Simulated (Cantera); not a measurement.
A perfectly stirred reactor is fed with NH3 : H2 = 1 : 11 (molar parts), at 1.20 bar; it is held at 2275 K, and followed from long to short residence time.

Cantera simulation using the gas-phase N/H chemistry of the illustrative SiF4/NH3 mechanism in the Surface Chemkin manual (1991); the numbers are that mechanism's predictions, not measurements. Walls and surfaces, which speed up NH3 decomposition in real reactors, are not modelled.

Problem. What does this change do: temperature 2275 to 1725 K?

Solution. 
```tsv
quantity	before	after
x(NH3) at τ = 23.0 s	0.000164	0.0268
x(H2) at τ = 23.0 s	0.954	0.947
x(N2H4) at τ = 23.0 s	1.33e-12	9.95e-10
x(N2) at τ = 23.0 s	0.0382	0.0261
x(NH2) at τ = 23.0 s	4.12e-6	1.15e-5
x(NH3) at τ = 64.0 ms	0.00388	0.0822
x(H2) at τ = 64.0 ms	0.953	0.917
x(N2H4) at τ = 64.0 ms	5.59e-10	7.63e-9
x(N2) at τ = 64.0 ms	0.0365	0.000528
x(NH2) at τ = 64.0 ms	8.43e-5	3.19e-5
```

Problem. What does this change do: NH3 1 to 2.1 parts?

Solution. 
```tsv
quantity	before	after
x(NH3) at τ = 23.0 s	0.000164	0.000214
x(H2) at τ = 23.0 s	0.954	0.924
x(N2H4) at τ = 23.0 s	1.33e-12	2.34e-12
x(N2) at τ = 23.0 s	0.0382	0.0687
x(NH2) at τ = 23.0 s	4.12e-6	5.46e-6
x(NH3) at τ = 64.0 ms	0.00388	0.00605
x(H2) at τ = 64.0 ms	0.953	0.922
x(N2H4) at τ = 64.0 ms	5.59e-10	1.14e-9
x(N2) at τ = 64.0 ms	0.0365	0.0662
x(NH2) at τ = 64.0 ms	8.43e-5	0.000121
```
